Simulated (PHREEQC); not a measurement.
Dissolve 0.49 mol/kgw NaOH and 0.00065 mol/kgw H4SiO4 at 20 °C. Closed to the air; pH follows from the charge balance.

Model: ion-association model, wateq4f.dat, run in PHREEQC.

Precipitation was switched off in this run.

**Question.** Predict the pH, activity of water.

**Answer.** pH 13.67; activity of water 0.983.

**Question.** In which forms is Si present?

**Answer.** H2SiO4-2 86 %, H3SiO4- 14 % of the Si.
